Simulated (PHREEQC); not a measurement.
A solution holds 0.0075 mol/kgw HNO3, 0.02 mol/kgw ZnSO4 and 0.018 mol/kgw MgCl2, at 20 °C. Closed to the air; pH follows from the charge balance.

Computed with PHREEQC (ion-association model, wateq4f.dat).

**Question.** The ionic strength comes out as 0.102 mol/kgw. What activity coefficients do HSO4-, ZnCl+, Mg+2, SO4-2, Zn+2 get?

**Answer.** HSO4- 0.78, ZnCl+ 0.77, Mg+2 0.41, SO4-2 0.37, Zn+2 0.40.

Precipitation was switched off in this run.
